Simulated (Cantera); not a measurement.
PH₃ + O₂ (abatement and gas-phase synthesis)

A closed system holds: 1 mol PH₃, 0.28 mol O₂, equilibrated at 10.5 Torr.

These are equilibrium values from Cantera (NASA tables, ideal gas, pure condensed phases), not measurements of a reactor. Candidate condensed phases: H₂O, P, P₄O₁₀; 17 gas species. Gases not in the tables: HPO₂, HPO₃ and P₄O₆. Equilibrium is a limit: real reactors are often held back by kinetics, nucleation or transport.

```json
[
 {"T (°C)": "950", "x H₂": "0.549", "x H₂O": "0.225", "x P₂": "0.183", "x PO": "0.00254", "x PO₂": "0.00533", "x P₄": "0.0302", "x H": "1.88e-6", "x P₄O₁₀": "0.00510"},
 {"T (°C)": "1050", "x H₂": "0.512", "x H₂O": "0.234", "x P₂": "0.219", "x PO": "0.00931", "x PO₂": "0.0168", "x P₄": "0.00832", "x H": "9.59e-6", "x P₄O₁₀": "0.000166"},
 {"T (°C)": "1150", "x H₂": "0.530", "x H₂O": "0.204", "x P₂": "0.218", "x PO": "0.0203", "x PO₂": "0.0248", "x P₄": "0.00202", "x H": "4.09e-5", "x P₄O₁₀": "4.89e-7"},
 {"T (°C)": "1250", "x H₂": "0.552", "x H₂O": "0.173", "x P₂": "0.207", "x PO": "0.0367", "x PO₂": "0.0304", "x P₄": "0.000537", "x H": "0.000145", "x P₄O₁₀": "1.66e-9"},
 {"T (°C)": "1350", "x H₂": "0.572", "x H₂O": "0.143", "x P₂": "0.193", "x PO": "0.0584", "x PO₂": "0.0328", "x P₄": "0.000160", "x H": "0.000442", "x P₄O₁₀": "7.11e-12"},
 {"T (°C)": "1450", "x H₂": "0.590", "x H₂O": "0.116", "x P₂": "0.177", "x PO": "0.0837", "x PO₂": "0.0320", "x P₄": "5.30e-5", "x H": "0.00118", "x P₄O₁₀": "<1e-12"},
 {"T (°C)": "1550", "x H₂": "0.603", "x H₂O": "0.0920", "x P₂": "0.162", "x PO": "0.110", "x PO₂": "0.0289", "x P₄": "1.93e-5", "x H": "0.00284", "x P₄O₁₀": "<1e-12"},
 {"T (°C)": "1650", "x H₂": "0.612", "x H₂O": "0.0718", "x P₂": "0.149", "x PO": "0.136", "x PO₂": "0.0245", "x P₄": "7.69e-6", "x H": "0.00623", "x P₄O₁₀": "<1e-12"}
]
```
x: gas mole fraction; nothing condenses.

From 950 °C to 1650 °C nothing is condensed.
